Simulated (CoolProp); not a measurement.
20 sccm (0 °C, 1 atm) of nitrogen bubbles through liquid toluene at 326.9 K and leaves saturated at a total pressure of 0.15 MPa (ideal gas phase). Each further row changes one setting.

Values from CoolProp's reference Helmholtz-energy equation of state, Lemmon 2006. It is a short technical equation, of lower accuracy than the large ones.

```tsv
case	vapour pressure (kPa)	mole fraction of vapour	delivery (mg/min)	delivery (sccm)	change of delivery for a bath 1 K warmer (%)
as stated	14.4	0.0959	8.72	2.12	4.7
bath temperature 331.9 K	17.6	0.118	11.0	2.67	4.6
total pressure 0.3 MPa	14.4	0.0480	4.14	1.01	4.4
```
